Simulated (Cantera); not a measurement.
A diamond (100) surface in a fixed gas of H2 with x(CH4) = 0.018, x(H) = 0.0039, x(CH3) = 2.9e-05, at 1175 K; coverages are run to steady state.

Model: the Harris–Goodwin 1993 mechanism for the reconstructed diamond (100) surface, integrated in Cantera.

θ: site fractions in the mechanism's names (c6HH fully hydrogenated, c6H* and c6*H radical sites, c6** diradical, c6HM methylated).

```tsv
P (Pa)	growth (µm/h)	θ c6HH	θ c6H*	θ c6*H	θ c6**	θ c6HM
970	0.0385	0.460	0.0356	0.478	0.0257	0.000171
1700	___	0.460	0.0356	0.478	0.0257	___
2900	0.217	0.460	0.0356	0.478	0.0257	0.000438
4900	0.500	0.460	0.0356	0.478	0.0257	0.000645
8400	___	0.459	0.0356	0.478	0.0257	___
14000	2.38	0.459	0.0356	0.478	0.0257	0.00116
25000	5.13	0.459	0.0357	0.477	0.0257	0.00143
42000	9.71	0.459	0.0358	0.477	0.0257	0.00163
```

Problem. Fill in the missing entries.

Solution. 
- 1700, growth (µm/h): 0.0923
- 1700, θ c6HM: 0.000282
- 8400, growth (µm/h): 1.14
- 8400, θ c6HM: 0.000902
